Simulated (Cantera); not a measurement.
Feed: 1 mol SiC, 0.16 mol H2O, 5.9 mol N2, 0.75 mol O2, held at 100000 Pa.

Equilibrium computed with Cantera from the NASA thermochemical tables; the gas is ideal and each condensed phase is pure. Candidate condensed phases: C, C6H6, C7H8, C8H18, H2O, Si, SiC, SiO2, Si2N2O, Si3N4; 151 gas species. N2 is the only nitrogen source here; it is nearly inert below about 1500 K, so the nitride shown seldom forms there in practice. Mutual solubility and eutectic melting of coexisting phases are not modelled. The tables hold silica as quartz up to 1696 K and as liquid above; real silica turns to tridymite and cristobalite and melts near 1996 K. The numbers say what is thermodynamically allowed, not how fast it happens.

Problem. Which condensed phases are stable at each of these points (T (°C)): 700, 800, 900, 1000, 1100, 1200, 1300, 1400, 1500, 1600, 1700?

Solution. 
```json
[
 {"T (°C)": "700", "condensed phases": "C(graphite) + SiO2(β-quartz) + Si2N2O(s)", "Si condensed (%)": "100.0"},
 {"T (°C)": "800", "condensed phases": "C(graphite) + SiO2(β-quartz) + Si2N2O(s)", "Si condensed (%)": "100.0"},
 {"T (°C)": "900", "condensed phases": "C(graphite) + SiO2(β-quartz) + Si2N2O(s)", "Si condensed (%)": "100.0"},
 {"T (°C)": "1000", "condensed phases": "C(graphite) + SiO2(β-quartz) + Si2N2O(s)", "Si condensed (%)": "100.0"},
 {"T (°C)": "1100", "condensed phases": "C(graphite) + SiO2(β-quartz) + Si2N2O(s)", "Si condensed (%)": "100.0"},
 {"T (°C)": "1200", "condensed phases": "SiO2(β-quartz) + Si2N2O(s)", "Si condensed (%)": "100.0"},
 {"T (°C)": "1300", "condensed phases": "SiO2(β-quartz) + Si2N2O(s)", "Si condensed (%)": "100.0"},
 {"T (°C)": "1400", "condensed phases": "SiO2(β-quartz) + Si2N2O(s)", "Si condensed (%)": "99.9"},
 {"T (°C)": "1500", "condensed phases": "SiO2(condensed) + Si2N2O(s)", "Si condensed (%)": "99.3"},
 {"T (°C)": "1600", "condensed phases": "SiO2(condensed) + Si2N2O(s)", "Si condensed (%)": "95.6"},
 {"T (°C)": "1700", "condensed phases": "SiO2(condensed) + Si2N2O(s)", "Si condensed (%)": "77.2"}
]
```

From 700 °C to 1100 °C the condensed part is C(graphite) + SiO2(β-quartz) + Si2N2O(s). From 1200 °C to 1400 °C the condensed part is SiO2(β-quartz) + Si2N2O(s). From 1500 °C to 1700 °C the condensed part is SiO2(condensed) + Si2N2O(s).
